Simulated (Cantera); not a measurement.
Input: 1 mol c-C4F8, 8.1 mol H2, 0.033 mol HCl, equilibrated at 2898 K and 4.90 mbar.

Equilibrium computed with Cantera from the NASA thermochemical tables; the gas is ideal and each condensed phase is pure. Candidate condensed phases: C, C6H6, C7H8, C8H18; 118 gas species. The feed counts by its element totals alone. Equilibrium is a limit: real reactors are often held back by kinetics, nucleation or transport.

Base state: HF 0.484, H 0.403, H2 0.0610, C3 0.0206, F 0.0163, C 0.00379, C2H2 (acetylene) 0.00279, C2H 0.00272 (mole fractions); condensed: C(graphite).

What changes in the equilibrium state with this change: temperature from 2898 K to 2400 K?


```json
[
 {"species": "HF", "before": "0.484", "after": "0.620"},
 {"species": "H2", "before": "0.0610", "after": "0.259"},
 {"species": "H", "before": "0.403", "after": "0.116"},
 {"species": "C3", "before": "0.0206", "after": "2.00e-5"},
 {"species": "F", "before": "0.0163", "after": "0.000441"},
 {"species": "C5", "before": "0.000274", "after": "3.79e-8"},
 {"species": "C4", "before": "5.16e-5", "after": "8.18e-9"},
 {"species": "C2", "before": "0.00205", "after": "1.81e-6"},
 {"species": "C", "before": "0.00379", "after": "8.11e-6"},
 {"species": "C(graphite), mol", "before": "2.66", "after": "3.95"}
]
```

What changes in the equilibrium state with this change: c-C4F8 replaced by CH3Cl?


```json
[
 {"species": "H", "before": "0.403", "after": "0.719"},
 {"species": "H2", "before": "0.0610", "after": "0.194"},
 {"species": "Cl", "before": "0.00169", "after": "0.0439"},
 {"species": "HF", "before": "0.484", "after": "0"},
 {"species": "F", "before": "0.0163", "after": "0"},
 {"species": "HCl", "before": "0.000374", "after": "0.0173"},
 {"species": "C3", "before": "0.0206", "after": "0.0113"},
 {"species": "CF", "before": "0.00152", "after": "0"},
 {"species": "CF2", "before": "1.33e-5", "after": "0"},
 {"species": "C2HF", "before": "1.17e-5", "after": "0"},
 {"species": "C(graphite), mol", "before": "2.66", "after": "0"}
]
```
